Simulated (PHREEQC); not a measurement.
0.015 g of hydrous ferric oxide (600 m²/g; 0.2 weak and 0.005 strong sites per Fe, Dzombak-Morel constants, diffuse double layer) in 1 kg of water with 0.05 mol/kgw of an inert sodium salt and 2.3e-05 mol/kgw NaF, at 25 °C; the pH is set by adding NaOH or the inert anion's acid. Oxygen is held at 0.21 atm. The system is closed to CO2. No solid was allowed to form.

The numbers come from PHREEQC with the ion-association model, wateq4f.dat.

**Question.** Predict surface charge σ (C/m²), surface potential ψ (mV) at pH = 3.67, 9, 9.67.

**Answer.** 
```csv
pH,surface charge σ (C/m²),surface potential ψ (mV)
3.67,0.284,158
9,-0.026,-45
9.67,-0.055,-76
```

The oxide is taken as insoluble; below pH 4 it would dissolve.
